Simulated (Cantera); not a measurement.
A Cantera script and what it prints.

```python
import numpy as np
import cantera as ct

gas_names = """
    Electron C C+ C- CH CH+ CH2 CH3 CH2OH CH3O CH4 CH3OH CN CN+ CN- CO CO+ CO2 CO2+ COOH C2 C2+ C2- C2H
    CHCO,ketyl C2H2,acetylene C2H2,vinylidene CH2CO,ketene C2H3,vinyl CH3CN CH3CO,acetyl C2H4
    C2H4O,ethylen CH3CHO,ethanal CH3COOH (HCOOH)2 C2H5 C2H6 CH3OCH3 C2H5OH CCN CNC C2N2 C2O C3
    C3H3,propargyl C3H4,allene C3H4,propyne C3H4,cyclo- C3H5,allyl C3H6,propylene C3H6,cyclo- C3H6O
    C3H7,n-propyl C3H7,i-propyl C3H8 C3H8O,1propanol C3H8O,2propanol C3O2 C4 C4H2 C4H4,1,3-cyclo-
    C4H6,butadiene C4H6,2-butyne C4H6,cyclo- C4H8,1-butene C4H8,cis2-buten C4H8,tr2-butene
    C4H8,isobutene C4H8,cyclo- (CH3COOH)2 C4H9,n-butyl C4H9,i-butyl C4H9,s-butyl C4H9,t-butyl
    C4H10,isobutane C4H10,n-butane C4N2 C5 C5H6,1,3cyclo- C5H8,cyclo- C5H10,1-pentene C5H10,cyclo-
    C5H11,pentyl C5H11,t-pentyl C5H12,n-pentane C5H12,i-pentane CH3C(CH3)2CH3 C6H2 C6H5,phenyl
    C6H5O,phenoxy C6H6 C6H5OH,phenol C6H10,cyclo- C6H12,1-hexene C6H12,cyclo- C6H13,n-hexyl C7H7,benzyl
    C7H8 C7H8O,cresol C7H14,1-heptene C7H15,n-heptyl C7H16,n-heptane C8H8,styrene C8H10,ethylbenz
    C8H16,1-octene C8H17,n-octyl C8H18,isooctane C8H18,n-octane C9H19,n-nonyl C10H8,naphthale
    C10H21,n-decyl C12H9,o-bipheny C12H10,bipheny H H+ H- HCN HCO HCO+ HCCN HNC HNCO HNO HNO2 HNO3 HO2
    H2 H2+ H2- HCHO,formaldehy HCOOH H2O H2O+ H2O2 H3O+ N N+ N- NCO NH NH+ NH2 NH3 NH2OH NH4+ NO NO+ NO2
    NO2- NO3 NO3- N2 N2+ N2- N2H2 N2H4 N2O N2O+ O O+ O- OH OH+ OH- O2 O2+ O2- O3
""".split()
cond_names = """
    C(gr) C6H6(L) C7H8(L) C8H18(L),n-octa H2O(s) H2O(L)
""".split()


def load(file, names, dense=False):
    # The tables refer to 1 bar. Condensed volumes are neglected.
    table = {s.name: s for s in ct.Species.list_from_file(file)}
    out = []
    for n in names:
        d = dict(table[n].input_data)
        d["thermo"] = dict(d["thermo"], **{"reference-pressure": 1e5})
        if dense:
            d["equation-of-state"] = {"model": "constant-volume", "density": "1e6 g/cm^3"}
        out.append(ct.Species.from_dict(d))
    return out


gas = ct.Solution(thermo="ideal-gas", species=load("nasa_gas.yaml", gas_names))
cond = {s.name: ct.Solution(thermo="fixed-stoichiometry", species=[s], name=s.name)
        for s in load("nasa_condensed.yaml", cond_names, dense=True)}
atoms = {
    'CH3OH': {'C': 1, 'H': 4, 'O': 1},
    'NH3': {'N': 1, 'H': 3},
    'N2': {'N': 2},
}
top_T = {'C(gr)': 4500}  # K; cautious upper limits of use, not melting points


def equilibrate(T, P, feed):
    n = {}
    for name, mol in feed.items():
        for a, k in atoms[name].items():
            n[a] = n.get(a, 0.0) + k * mol
    gas.TPX = T, P, n
    mass = sum(n.values()) * gas.mean_molecular_weight
    gas.equilibrate("TP")
    valid = [c for c in cond.values() if c.min_temp <= T <= top_T.get(c.name, c.max_temp)]
    mix = ct.Mixture([(gas, mass / gas.mean_molecular_weight)] + [(c, 0.0) for c in valid])
    mix.T, mix.P = T, P
    mix.equilibrate("TP", solver="vcs", rtol=1e-11, max_steps=5000)
    return mix


results = []
feed = {'CH3OH': 1, 'NH3': 0.045, 'N2': 0.67}  # mol
P = 101325  # Pa
for T in [3000, 3500, 4000, 4500, 5000]:
    mix = equilibrate(T, P, feed)
    results.append((T, P, feed, dict(zip(mix.species_names, mix.species_moles))))
    x = sorted(zip(gas.X, gas.species_names), reverse=True)
    print(f"T = {T:g} K  P = {P:g} Pa  gas = {mix.phase_moles(0):.4g} mol")
    print("   x: " + "  ".join(f"{s} {v:.3e}" for v, s in x if v > 1e-05))
    print("   condensed (mol): " + ("  ".join(f"{mix.phase(i).name} {mix.phase_moles(i):.4g}"
          for i in range(1, mix.n_phases) if mix.phase_moles(i) > 1e-12) or "none"))
```

Result:

```
T = 3000 K  P = 101325 Pa  gas = 3.972 mol
   x: H2 4.666e-01  CO 2.515e-01  N2 1.742e-01  H 1.071e-01  H2O 2.499e-04  HCN 2.385e-04  HNC 4.500e-05  OH 1.906e-05  CO2 1.819e-05
   condensed (mol): none
T = 3500 K  P = 101325 Pa  gas = 4.48 mol
   x: H 3.216e-01  H2 3.004e-01  CO 2.229e-01  N2 1.544e-01  HCN 1.870e-04  H2O 1.422e-04  N 8.648e-05  OH 7.008e-05  HNC 4.944e-05  O 4.370e-05  CN 3.096e-05  CO2 1.274e-05  NH 1.135e-05
   condensed (mol): none
T = 4000 K  P = 101325 Pa  gas = 5.197 mol
   x: H 5.521e-01  CO 1.920e-01  N2 1.327e-01  H2 1.216e-01  N 6.424e-04  O 2.661e-04  HCN 1.449e-04  CN 1.375e-04  OH 1.043e-04  C 9.745e-05  HNC 4.914e-05  H2O 3.930e-05  NH 3.134e-05  NO 1.904e-05
   condensed (mol): none
T = 4500 K  P = 101325 Pa  gas = 5.633 mol
   x: H 6.600e-01  CO 1.762e-01  N2 1.211e-01  H2 3.691e-02  N 3.111e-03  O 1.188e-03  C 7.987e-04  CN 4.250e-04  OH 1.215e-04  HCN 8.982e-05  NH 5.501e-05  NO 4.627e-05  HNC 3.690e-05  CH 1.349e-05
   condensed (mol): none
T = 5000 K  P = 101325 Pa  gas = 5.815 mol
   x: H 6.875e-01  CO 1.671e-01  N2 1.129e-01  H2 1.158e-02  N 1.107e-02  O 4.576e-03  C 3.786e-03  CN 9.304e-04  OH 1.436e-04  NO 1.095e-04  NH 7.833e-05  HCN 4.889e-05  CH 2.586e-05  HNC 2.335e-05
   condensed (mol): none
```

These are equilibrium values from Cantera (NASA tables, ideal gas, pure condensed phases), not measurements of a reactor.
